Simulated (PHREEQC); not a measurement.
Consider water at 25 °C with 0.01 mol/kgw CuSO4, 0.00089 mol/kgw HBF4 and 0.0094 mol/kgw FeCl3. Closed to the air; pH follows from the charge balance.

Equilibrium calculation in PHREEQC: ion-association model, phreeqc.dat.

No solid was allowed to form.

Question: Estimate the pH, ionic strength.

Answer: pH 2.48; ionic strength 0.0548 mol/kgw.

Question: In which forms is Fe present?

Answer: FeSO4+ 42 %, FeF+2 31 %, FeOH+2 8.2 %, Fe+3 8.1 %, FeF2+ 3.2 %, FeCl+2 2.8 % of the Fe.

The solution is supersaturated, for example in Hematite (slow to form), Goethite (slow to form), so a real one may precipitate; this is no full list. Real BF4- forms and hydrolyses slowly; the run takes it at equilibrium. Fluoro complexes past AlF4- and FeF3 are missing from the database.
